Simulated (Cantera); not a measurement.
A freely propagating, adiabatic, planar premixed flame of H2 : O2 : N2 = 1 : 0.278 : 1.04 (molar parts), unburnt at 650 K and 7500 Torr; mixture-averaged transport, grid criteria slope 0.08 and curve 0.16, no radiation.

Model: the H2/O2 subset of GRI-Mech 3.0, which has no nitrogen chemistry, integrated in Cantera. The hydrogen kinetics of GRI-Mech 3.0 are dated; newer H2 mechanisms differ, most at raised pressure. Burning velocities carry a grid error of a few per cent, more on coarse grids.

Task: What does this change do: 0.11 parts H2O added?

Result: 
```
quantity                     before      after
------------------------  ---------  ---------
laminar burning velocity  1020 cm/s   857 cm/s
thermal thickness         0.0245 mm  0.0239 mm
peak x(H2O2)                7.77e-5   0.000112
peak x(H)                    0.0477     0.0368
peak x(O)                   0.00268    0.00198
```

Task: What does this change do: O2 0.278 to 0.22 parts?

Result: 
| quantity | before | after |
|---|---|---|
| laminar burning velocity | 1020 cm/s | 737 cm/s |
| thermal thickness | 0.0245 mm | 0.0270 mm |
| peak x(H2O2) | 7.77e-5 | 7.36e-5 |
| peak x(H) | 0.0477 | 0.0319 |
| peak x(O) | 0.00268 | 0.00112 |
